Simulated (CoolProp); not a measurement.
Vapour-liquid equilibrium of n-heptane (1) + ethylbenzene (2) at 381.6 K; x and y are mole fractions of (1).

Computed with CoolProp (multi-fluid Helmholtz-energy mixture model, Span 2003 and Zhou 2012; pair parameters Bell 2016).

```
x     bubble pressure, mixture model (MPa)  bubble pressure, Raoult's law (MPa)  y, mixture model  y, Raoult's law
----  ------------------------------------  -----------------------------------  ----------------  ---------------
0.05                               0.05171                              0.04963             0.167            0.136
0.2                             (withheld)                              0.06310        (withheld)            0.428
0.35                               0.08355                              0.07657             0.626            0.617
0.5                                0.09644                              0.09005        (withheld)            0.749
0.65                            (withheld)                               0.1035             0.827            0.847
0.8                                 0.1198                               0.1170             0.904            0.923
0.95                            (withheld)                               0.1305        (withheld)            0.983
```

Q: Some entries are withheld; supply them.

A: 
- 0.2, bubble pressure, mixture model (MPa): 0.06897
- 0.2, y, mixture model: 0.462
- 0.5, y, mixture model: 0.739
- 0.65, bubble pressure, mixture model (MPa): 0.1084
- 0.95, bubble pressure, mixture model (MPa): 0.1311
- 0.95, y, mixture model: 0.976

The largest gap from Raoult's law is +9.3 % in bubble pressure, at x = 0.2. No azeotrope shows between x = 0.05 and 0.95.

Pair parameters are fitted to limited data, so mixtures are less certain than the pure fluids.
